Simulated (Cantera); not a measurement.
A closed system holds: 1 mol Cr, 0.94 mol NH₃, 2.7 mol N₂, equilibrated at 2125 °C and 3.20 Pa.

These are equilibrium values from Cantera (NASA tables, ideal gas, pure condensed phases), not measurements of a reactor. Kinetics and transport are ignored.

```csv
species,before,after
N₂,0.462,0.566
H₂,0.0181,0.248
Cr,0.146,0.179
H,0.375,0.00785
N,1.31e-5,<1e-9
```
Gas species are given as mole fractions.

Task: Name the change that produced these shifts.
A) NH₃ from 0.94 to 0.4 mol
B) pressure from 3.20 Pa to 14000 Pa
C) temperature from 2125 °C to 750 °C
D) temperature from 2125 °C to 1375 °C

Result: D, temperature from 2125 °C to 1375 °C
